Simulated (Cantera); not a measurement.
Ignition delay

Mixture: 11.2 % CH4, 18.7 % O2, 70.1 % N2, equivalence ratio 1.2, at 1.00 bar, adiabatic and at constant volume. Ignition delay is the time to a rise of 400 K.

Detailed kinetics in Cantera: GRI-Mech 3.0 (53 species, 325 reactions).

```csv
T0 (K),delay (ms)
1250,23.8
1350,6.47
1450,2.01
1550,0.726
1650,0.305
1750,0.146
1850,0.0779
1950,0.0450
2050,0.0277
```

| Quantity | Value |
|---|---|
| apparent activation energy between 1850 and 2050 K | 160 kJ/mol |
